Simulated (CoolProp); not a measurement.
Vapour-liquid equilibrium of CHF3 (R23) (1) + R11 (2) at 263.6 K; x and y are mole fractions of (1).

The numbers come from the multi-fluid Helmholtz-energy mixture model, Penoncello 2003 and Jacobsen 1992; pair parameters Bell 2016 in CoolProp.

Q: Give the bubble pressure and the first vapour's composition at x = 0.05, 0.5, 0.8. Is there an azeotrope?

A: x = 0.05: 265.6 kPa, y = 0.898; x = 0.5: 1402 kPa, y = 0.978; x = 0.8: 1586 kPa, y = 0.983. No azeotrope shows between x = 0.05 and 0.95.

The pair parameters rest on a limited set of measurements; away from them the model extrapolates. The gap from Raoult's law changes sign with composition, which may be real or a fault of the pair parameters; it wasn't checked against measurements. With so large a gap from Raoult's law the liquid may split in two, which this calculation doesn't test in full.
